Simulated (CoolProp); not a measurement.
Vapour-liquid equilibrium of propylene (1) + cyclohexane (2) at 293 K; x and y are mole fractions of (1).

Values from CoolProp's multi-fluid Helmholtz-energy mixture model, Lemmon 2013 and Zhou 2014; pair parameters Bell 2016.

```tsv
x	bubble pressure, mixture model (bar)	bubble pressure, Raoult's law (bar)	y, mixture model	y, Raoult's law
0.05	[?]	0.6041	0.860	0.838
0.2	2.407	2.108	0.961	0.961
0.35	3.915	3.613	0.978	0.982
0.5	5.305	5.117	[?]	0.990
0.65	6.643	6.621	0.991	0.995
0.8	8.009	8.125	0.995	0.997
0.95	[?]	9.630	0.999	0.999
```

Task: What belongs in the gaps?

Result: 
- 0.05, bubble pressure, mixture model (bar): 0.7181
- 0.5, y, mixture model: 0.986
- 0.95, bubble pressure, mixture model (bar): 9.539

The largest gap from Raoult's law is +18.9 % in bubble pressure, at x = 0.05. No azeotrope shows between x = 0.05 and 0.95.

The pair parameters rest on a limited set of measurements; away from them the model extrapolates. The gap from Raoult's law changes sign with composition, which may be real or a fault of the pair parameters; it wasn't checked against measurements.
